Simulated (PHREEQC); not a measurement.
0.64 g of hydrous ferric oxide (600 m²/g; 0.2 weak and 0.005 strong sites per Fe, Dzombak-Morel constants, diffuse double layer) in 1 kg of water with 0.01 mol/kgw of an inert sodium salt, at 25 °C; the pH is set by adding NaOH or the inert anion's acid. O2 is buffered at 0.21 atm. No CO2 enters from the air. No solid was allowed to form.

All values are PHREEQC results (ion-association model, wateq4f.dat), not measurements.

Predict surface charge σ (C/m²), surface potential ψ (mV) at pH = 6, 11.33.


```tsv
pH	surface charge σ (C/m²)	surface potential ψ (mV)
6	0.050	110
11.33	-0.132	-154
```
